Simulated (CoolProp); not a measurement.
Aqueous propylene glycol as a coolant, at 31 °C, 1 atm.

The numbers come from the Melinder's fits for secondary coolants in CoolProp.

| mass % | freezing point (°C) | Prandtl number | viscosity (mPa s) | density (kg/m³) | cp (kJ/(kg K)) |
|---|---|---|---|---|---|
| 4.5 | -1.1 | 6.38 | 0.910 | 998.9 | 4.136 |
| 9.4 | -2.6 | 7.73 | 1.06 | 1002 | 4.094 |
| 14.2 | -4.5 | 9.29 | 1.23 | 1006 | 4.054 |
| 19 | -6.7 | 11.2 | 1.42 | 1010 | 4.010 |
| 23.9 | -9.2 | 13.6 | 1.66 | 1014 | 3.959 |
| 28.7 | -12.0 | 16.6 | 1.95 | 1017 | 3.903 |
| 33.6 | -15.3 | 20.3 | 2.31 | 1021 | 3.838 |
| 38.4 | -19.1 | 24.7 | 2.72 | 1025 | 3.767 |
| 43.2 | -23.8 | 30.0 | 3.20 | 1028 | 3.690 |
| 48.1 | -29.6 | 36.5 | 3.77 | 1031 | 3.606 |
